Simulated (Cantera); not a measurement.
A Cantera script and what it prints.

```python
import numpy as np
import cantera as ct

gas_names = """
    C CH CH2 CH3 CH2OH CH3O CH4 CH3OH CO CO2 COOH C2 C2H CHCO,ketyl C2H2,acetylene C2H2,vinylidene
    CH2CO,ketene C2H3,vinyl CH3CO,acetyl C2H4 C2H4O,ethylen CH3CHO,ethanal CH3COOH (HCOOH)2 C2H5 C2H6
    CH3OCH3 C2H5OH C2O C3 C3H3,propargyl C3H4,allene C3H4,propyne C3H4,cyclo- C3H5,allyl C3H6,propylene
    C3H6,cyclo- C3H6O C3H7,n-propyl C3H7,i-propyl C3H8 C3H8O,1propanol C3H8O,2propanol C3O2 C4 C4H2
    C4H4,1,3-cyclo- C4H6,butadiene C4H6,2-butyne C4H6,cyclo- C4H8,1-butene C4H8,cis2-buten
    C4H8,tr2-butene C4H8,isobutene C4H8,cyclo- (CH3COOH)2 C4H9,n-butyl C4H9,i-butyl C4H9,s-butyl
    C4H9,t-butyl C4H10,isobutane C4H10,n-butane C5 C5H6,1,3cyclo- C5H8,cyclo- C5H10,1-pentene
    C5H10,cyclo- C5H11,pentyl C5H11,t-pentyl C5H12,n-pentane C5H12,i-pentane CH3C(CH3)2CH3 C6H2
    C6H5,phenyl C6H5O,phenoxy C6H6 C6H5OH,phenol C6H10,cyclo- C6H12,1-hexene C6H12,cyclo- C6H13,n-hexyl
    C7H7,benzyl C7H8 C7H8O,cresol C7H14,1-heptene C7H15,n-heptyl C7H16,n-heptane C8H8,styrene
    C8H10,ethylbenz C8H16,1-octene C8H17,n-octyl C8H18,isooctane C8H18,n-octane C9H19,n-nonyl
    C10H8,naphthale C10H21,n-decyl C12H9,o-bipheny C12H10,bipheny H HCO HO2 H2 HCHO,formaldehy HCOOH H2O
    H2O2 O OH O2 O3 Pb PbO Pb2
""".split()
cond_names = """
    C(gr) C6H6(L) C7H8(L) C8H18(L),n-octa H2O(s) H2O(L) Pb(cr) Pb(L) PbO(rd) PbO(yw) PbO(L) PbO2(s)
    Pb3O4(s)
""".split()


def load(file, names, dense=False):
    # The tables refer to 1 bar. Condensed volumes are neglected.
    table = {s.name: s for s in ct.Species.list_from_file(file)}
    out = []
    for n in names:
        d = dict(table[n].input_data)
        d["thermo"] = dict(d["thermo"], **{"reference-pressure": 1e5})
        if dense:
            d["equation-of-state"] = {"model": "constant-volume", "density": "1e6 g/cm^3"}
        out.append(ct.Species.from_dict(d))
    return out


gas = ct.Solution(thermo="ideal-gas", species=load("nasa_gas.yaml", gas_names))
cond = {s.name: ct.Solution(thermo="fixed-stoichiometry", species=[s], name=s.name)
        for s in load("nasa_condensed.yaml", cond_names, dense=True)}
atoms = {
    'PbO': {'Pb': 1, 'O': 1},
    'CO': {'C': 1, 'O': 1},
    'H2': {'H': 2},
}
top_T = {'C(gr)': 4500, 'Pb3O4(s)': 820}  # K; cautious upper limits of use, not melting points


def equilibrate(T, P, feed):
    n = {}
    for name, mol in feed.items():
        for a, k in atoms[name].items():
            n[a] = n.get(a, 0.0) + k * mol
    gas.TPX = T, P, n
    mass = sum(n.values()) * gas.mean_molecular_weight
    gas.equilibrate("TP")
    valid = [c for c in cond.values() if c.min_temp <= T <= top_T.get(c.name, c.max_temp)]
    mix = ct.Mixture([(gas, mass / gas.mean_molecular_weight)] + [(c, 0.0) for c in valid])
    mix.T, mix.P = T, P
    mix.equilibrate("TP", solver="vcs", rtol=1e-11, max_steps=5000)
    return mix


results = []
feed = {'PbO': 1, 'CO': 0.41, 'H2': 0.44}  # mol
P = 1333.22  # Pa
for T in [775, 875, 975, 1075, 1175, 1275, 1375]:
    mix = equilibrate(T, P, feed)
    results.append((T, P, feed, dict(zip(mix.species_names, mix.species_moles))))

top = {s: max(r[3][s] / sum(r[3][g] for g in gas_names) for r in results) for s in gas_names}
cols = sorted((s for s in top if top[s] > 0.001), key=lambda s: -top[s])[:7]
seen = [c for c in cond_names if any(r[3].get(c, 0) > 1e-12 for r in results)]
print("log10 of partial pressures in bar; condensed amounts in mol")
print(f"{'T/K':>10s}" + "".join(f"{s[:9]:>10s}" for s in cols + seen))
for T, P, feed, n in results:
    ng = sum(n[g] for g in gas_names)
    print(f"{T:10.4g}" + "".join(f"{np.log10(max(n[s] / ng * P / 1e5, 1e-99)):10.3f}" for s in cols)
          + "".join(f"{n.get(c, 0):10.4g}" for c in seen))
```

Result:

```
log10 of partial pressures in bar; condensed amounts in mol
       T/K       H2O       CO2        Pb       PbO     Pb(L)   PbO(yw)    PbO(L)
       775    -2.161    -2.192    -7.604   -10.746      0.85      0.15         0
       875    -2.161    -2.192    -6.171    -8.589    0.8499    0.1501         0
       975    -2.161    -2.192    -5.038    -6.887    0.8493    0.1501         0
      1075    -2.164    -2.194    -4.120    -5.511     0.845      0.15         0
      1175    -2.177    -2.208    -3.361    -4.395     0.821         0    0.1476
      1275    -2.239    -2.269    -2.724    -3.538    0.7058         0    0.1284
      1375    -2.499    -2.530    -2.214    -2.963         0         0         0
```

Equilibrium computed with Cantera from the NASA thermochemical tables; the gas is ideal and each condensed phase is pure. Each liquid is taken as pure. Mutual solubility and eutectic melting of coexisting phases are not modelled. Gases not in the tables: (PbO)n polymers.
